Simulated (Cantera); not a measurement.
**Thermodynamics of aluminium nitride and oxide growth, feed AlCl₃ + H₂O + H₂ + NH₃**

Charge: 1 mol AlCl₃, 1.9 mol H₂O, 330 mol H₂, 54 mol NH₃, at 10000 Pa.

These are equilibrium values from Cantera (NASA tables, ideal gas, pure condensed phases), not measurements of a reactor. Candidate condensed phases: Al, AlCl₃, AlN, Al₂O₃, H₂O, NH₄Cl; 45 gas species. The tables' values for AlOH are old estimates; treat these amounts as uncertain. Condensed phases not in the tables: AlOCl. Kinetics and transport are ignored.

From 700 °C to 1900 °C the condensed part is Al₂O₃(s). At 2000 °C nothing is condensed.

```
T (°C)   x H₂    x N₂       x H    x HCl     x H₂O    x AlCl      x Al  n Al₂O₃(s)
------  -----  ------  --------  -------  --------  --------  --------  ----------
700     0.931  0.0612   3.30e-9  0.00680  0.000906    <1e-12    <1e-12       0.500
800     0.931  0.0612   4.27e-8  0.00680  0.000906    <1e-12    <1e-12       0.500
900     0.931  0.0612   3.60e-7  0.00680  0.000906    <1e-12    <1e-12       0.500
1000    0.931  0.0612   2.18e-6  0.00680  0.000906  5.35e-11    <1e-12       0.500
1100    0.931  0.0612   1.02e-5  0.00680  0.000906   1.58e-9    <1e-12       0.500
1200    0.931  0.0612   3.86e-5  0.00680  0.000906   2.91e-8    <1e-12       0.500
1300    0.931  0.0612  0.000124  0.00679  0.000907   3.65e-7  4.45e-11       0.500
1400    0.931  0.0612  0.000347  0.00679  0.000911   3.32e-6   1.52e-9       0.499
1500    0.930  0.0611  0.000868  0.00676  0.000940   2.24e-5   3.30e-8       0.495
1600    0.929  0.0611   0.00197  0.00667   0.00107  0.000104   4.44e-7       0.476
1700    0.927  0.0610   0.00411  0.00644   0.00139  0.000318   3.59e-6       0.427
1800    0.922  0.0609   0.00799  0.00602   0.00200  0.000698   1.97e-5       0.335
1900    0.915  0.0607    0.0146  0.00543   0.00294   0.00124   8.33e-5       0.187
2000    0.903  0.0603    0.0252  0.00486   0.00406   0.00172  0.000261           0
```
x: gas mole fraction; n: condensed amount in mol.
